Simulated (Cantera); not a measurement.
Charge: 1 mol (CH3)2SiCl2, 0.46 mol C2H2, 3.5 mol H2, held at 0.133 bar.

Equilibrium computed with Cantera from the NASA thermochemical tables; the gas is ideal and each condensed phase is pure. Candidate condensed phases: C, C6H6, C7H8, C8H18, Si, SiC; 109 gas species. The feed counts by its element totals alone. Gases not in the tables: Si2H6 and higher silanes. Equilibrium is a limit: real reactors are often held back by kinetics, nucleation or transport.

Problem. What share of the Si ends up in condensed phases as a function of T (°C), at 952, 1052, 1152, 1252, 1352, 1452, 1552, 1652, 1752, 1852, 1952, 2052?

Solution. 
| T (°C) | Si condensed (%) | as |
|---|---|---|
| 952 | 91.7 | SiC(s) |
| 1052 | 96.3 | SiC(s) |
| 1152 | 97.7 | SiC(s) |
| 1252 | 97.7 | SiC(s) |
| 1352 | 97.1 | SiC(s) |
| 1452 | 96.1 | SiC(s) |
| 1552 | 94.9 | SiC(s) |
| 1652 | 93.5 | SiC(s) |
| 1752 | 92.0 | SiC(s) |
| 1852 | 90.2 | SiC(s) |
| 1952 | 88.0 | SiC(s) |
| 2052 | 84.9 | SiC(s) |
